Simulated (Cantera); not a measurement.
A Cantera script and what it prints.

```python
import numpy as np
import cantera as ct

gas_names = """
    Cr CrO CrO2 CrO3 H HO2 H2 H2O H2O2 O OH O2 O3
""".split()
cond_names = """
    Cr(cr) Cr(L) Cr2O3(s) Cr2O3(L) H2O(s) H2O(L)
""".split()


# ... load() reads the species with a 1 bar reference pressure and builds the phases ...
atoms = {
    'Cr2O3': {'Cr': 2, 'O': 3},
    'H2': {'H': 2},
}
top_T = {}  # K; cautious upper limits of use, not melting points


# ... equilibrate(T, P, feed) seeds the gas with the atoms and calls Mixture.equilibrate('TP', solver="vcs", rtol=1e-11, max_steps=5000) ...
results = []
P = 1000  # Pa
for T in [1148, 1198, 1248, 1298, 1348, 1398, 1448, 1498, 1548, 1598, 1648, 1698, 1748, 1798]:
    for m in [0.76, 1.4, 2.6, 5, 9.3, 17, 32, 61, 110, 210, 400, 740]:
        feed = {'Cr2O3': 1, 'H2': m}  # mol
        mix = equilibrate(T, P, feed)
        results.append((T, P, feed, dict(zip(mix.species_names, mix.species_moles))))

for T, P, feed, n in results:
    print(f"{T:7g} {feed['H2']:10.4g}  " + (" + ".join(c for c in cond_names if n.get(c, 0) > 1e-12) or "gas only"))
```

It prints:

```
   1148       0.76  Cr(cr) + Cr2O3(s)
   1148        1.4  Cr(cr) + Cr2O3(s)
   1148        2.6  Cr(cr) + Cr2O3(s)
   1148          5  Cr(cr) + Cr2O3(s)
   1148        9.3  Cr(cr) + Cr2O3(s)
   1148         17  Cr(cr) + Cr2O3(s)
   1148         32  Cr(cr) + Cr2O3(s)
   1148         61  Cr(cr) + Cr2O3(s)
   1148        110  Cr(cr) + Cr2O3(s)
   1148        210  Cr(cr) + Cr2O3(s)
   1148        400  Cr(cr) + Cr2O3(s)
   1148        740  Cr(cr) + Cr2O3(s)
   1198       0.76  Cr(cr) + Cr2O3(s)
   1198        1.4  Cr(cr) + Cr2O3(s)
   1198        2.6  Cr(cr) + Cr2O3(s)
   1198          5  Cr(cr) + Cr2O3(s)
   1198        9.3  Cr(cr) + Cr2O3(s)
   1198         17  Cr(cr) + Cr2O3(s)
   1198         32  Cr(cr) + Cr2O3(s)
   1198         61  Cr(cr) + Cr2O3(s)
   1198        110  Cr(cr) + Cr2O3(s)
   1198        210  Cr(cr) + Cr2O3(s)
   1198        400  Cr(cr) + Cr2O3(s)
   1198        740  Cr(cr) + Cr2O3(s)
   1248       0.76  Cr(cr) + Cr2O3(s)
   1248        1.4  Cr(cr) + Cr2O3(s)
   1248        2.6  Cr(cr) + Cr2O3(s)
   1248          5  Cr(cr) + Cr2O3(s)
   1248        9.3  Cr(cr) + Cr2O3(s)
   1248         17  Cr(cr) + Cr2O3(s)
   1248         32  Cr(cr) + Cr2O3(s)
   1248         61  Cr(cr) + Cr2O3(s)
   1248        110  Cr(cr) + Cr2O3(s)
   1248        210  Cr(cr) + Cr2O3(s)
   1248        400  Cr(cr) + Cr2O3(s)
   1248        740  Cr(cr) + Cr2O3(s)
   1298       0.76  Cr(cr) + Cr2O3(s)
   1298        1.4  Cr(cr) + Cr2O3(s)
   1298        2.6  Cr(cr) + Cr2O3(s)
   1298          5  Cr(cr) + Cr2O3(s)
   1298        9.3  Cr(cr) + Cr2O3(s)
   1298         17  Cr(cr) + Cr2O3(s)
   1298         32  Cr(cr) + Cr2O3(s)
   1298         61  Cr(cr) + Cr2O3(s)
   1298        110  Cr(cr) + Cr2O3(s)
   1298        210  Cr(cr) + Cr2O3(s)
   1298        400  Cr(cr) + Cr2O3(s)
   1298        740  Cr(cr) + Cr2O3(s)
   1348       0.76  Cr(cr) + Cr2O3(s)
   1348        1.4  Cr(cr) + Cr2O3(s)
   1348        2.6  Cr(cr) + Cr2O3(s)
   1348          5  Cr(cr) + Cr2O3(s)
   1348        9.3  Cr(cr) + Cr2O3(s)
   1348         17  Cr(cr) + Cr2O3(s)
   1348         32  Cr(cr) + Cr2O3(s)
   1348         61  Cr(cr) + Cr2O3(s)
   1348        110  Cr(cr) + Cr2O3(s)
   1348        210  Cr(cr) + Cr2O3(s)
   1348        400  Cr(cr) + Cr2O3(s)
   1348        740  Cr(cr) + Cr2O3(s)
   1398       0.76  Cr(cr) + Cr2O3(s)
   1398        1.4  Cr(cr) + Cr2O3(s)
   1398        2.6  Cr(cr) + Cr2O3(s)
   1398          5  Cr(cr) + Cr2O3(s)
   1398        9.3  Cr(cr) + Cr2O3(s)
   1398         17  Cr(cr) + Cr2O3(s)
   1398         32  Cr(cr) + Cr2O3(s)
   1398         61  Cr(cr) + Cr2O3(s)
   1398        110  Cr(cr) + Cr2O3(s)
   1398        210  Cr(cr) + Cr2O3(s)
   1398        400  Cr(cr) + Cr2O3(s)
   1398        740  Cr(cr) + Cr2O3(s)
   1448       0.76  Cr(cr) + Cr2O3(s)
   1448        1.4  Cr(cr) + Cr2O3(s)
   1448        2.6  Cr(cr) + Cr2O3(s)
   1448          5  Cr(cr) + Cr2O3(s)
   1448        9.3  Cr(cr) + Cr2O3(s)
   1448         17  Cr(cr) + Cr2O3(s)
   1448         32  Cr(cr) + Cr2O3(s)
   1448         61  Cr(cr) + Cr2O3(s)
   1448        110  Cr(cr) + Cr2O3(s)
   1448        210  Cr(cr) + Cr2O3(s)
   1448        400  Cr(cr) + Cr2O3(s)
   1448        740  Cr(cr) + Cr2O3(s)
   1498       0.76  Cr(cr) + Cr2O3(s)
   1498        1.4  Cr(cr) + Cr2O3(s)
   1498        2.6  Cr(cr) + Cr2O3(s)
   1498          5  Cr(cr) + Cr2O3(s)
   1498        9.3  Cr(cr) + Cr2O3(s)
   1498         17  Cr(cr) + Cr2O3(s)
   1498         32  Cr(cr) + Cr2O3(s)
   1498         61  Cr(cr) + Cr2O3(s)
   1498        110  Cr(cr) + Cr2O3(s)
   1498        210  Cr(cr) + Cr2O3(s)
   1498        400  Cr(cr) + Cr2O3(s)
   1498        740  Cr(cr) + Cr2O3(s)
   1548       0.76  Cr(cr) + Cr2O3(s)
   1548        1.4  Cr(cr) + Cr2O3(s)
   1548        2.6  Cr(cr) + Cr2O3(s)
   1548          5  Cr(cr) + Cr2O3(s)
   1548        9.3  Cr(cr) + Cr2O3(s)
   1548         17  Cr(cr) + Cr2O3(s)
   1548         32  Cr(cr) + Cr2O3(s)
   1548         61  Cr(cr) + Cr2O3(s)
   1548        110  Cr(cr) + Cr2O3(s)
   1548        210  Cr(cr) + Cr2O3(s)
   1548        400  Cr(cr) + Cr2O3(s)
   1548        740  Cr(cr) + Cr2O3(s)
   1598       0.76  Cr(cr) + Cr2O3(s)
   1598        1.4  Cr(cr) + Cr2O3(s)
   1598        2.6  Cr(cr) + Cr2O3(s)
   1598          5  Cr(cr) + Cr2O3(s)
   1598        9.3  Cr(cr) + Cr2O3(s)
   1598         17  Cr(cr) + Cr2O3(s)
   1598         32  Cr(cr) + Cr2O3(s)
   1598         61  Cr(cr) + Cr2O3(s)
   1598        110  Cr(cr) + Cr2O3(s)
   1598        210  Cr(cr) + Cr2O3(s)
   1598        400  Cr(cr) + Cr2O3(s)
   1598        740  Cr(cr) + Cr2O3(s)
   1648       0.76  Cr(cr) + Cr2O3(s)
   1648        1.4  Cr(cr) + Cr2O3(s)
   1648        2.6  Cr(cr) + Cr2O3(s)
   1648          5  Cr(cr) + Cr2O3(s)
   1648        9.3  Cr(cr) + Cr2O3(s)
   1648         17  Cr(cr) + Cr2O3(s)
   1648         32  Cr(cr) + Cr2O3(s)
   1648         61  Cr(cr) + Cr2O3(s)
   1648        110  Cr(cr) + Cr2O3(s)
   1648        210  Cr(cr) + Cr2O3(s)
   1648        400  Cr(cr) + Cr2O3(s)
   1648        740  Cr(cr) + Cr2O3(s)
   1698       0.76  Cr(cr) + Cr2O3(s)
   1698        1.4  Cr(cr) + Cr2O3(s)
   1698        2.6  Cr(cr) + Cr2O3(s)
   1698          5  Cr(cr) + Cr2O3(s)
   1698        9.3  Cr(cr) + Cr2O3(s)
   1698         17  Cr(cr) + Cr2O3(s)
   1698         32  Cr(cr) + Cr2O3(s)
   1698         61  Cr(cr) + Cr2O3(s)
   1698        110  Cr(cr) + Cr2O3(s)
   1698        210  Cr(cr) + Cr2O3(s)
   1698        400  Cr(cr) + Cr2O3(s)
   1698        740  Cr(cr) + Cr2O3(s)
   1748       0.76  Cr2O3(s)
   1748        1.4  Cr2O3(s)
   1748        2.6  Cr2O3(s)
   1748          5  Cr2O3(s)
   1748        9.3  Cr2O3(s)
   1748         17  Cr2O3(s)
   1748         32  Cr2O3(s)
   1748         61  Cr2O3(s)
   1748        110  Cr2O3(s)
   1748        210  Cr2O3(s)
   1748        400  Cr2O3(s)
   1748        740  gas only
   1798       0.76  Cr2O3(s)
   1798        1.4  Cr2O3(s)
   1798        2.6  Cr2O3(s)
   1798          5  Cr2O3(s)
   1798        9.3  Cr2O3(s)
   1798         17  Cr2O3(s)
   1798         32  Cr2O3(s)
   1798         61  Cr2O3(s)
   1798        110  Cr2O3(s)
   1798        210  Cr2O3(s)
   1798        400  gas only
   1798        740  gas only
```

Method: chemical equilibrium by Gibbs-energy minimisation in Cantera with the NASA 1993 tables (ideal gas, pure condensed phases). Mutual solubility and eutectic melting of coexisting phases are not modelled.
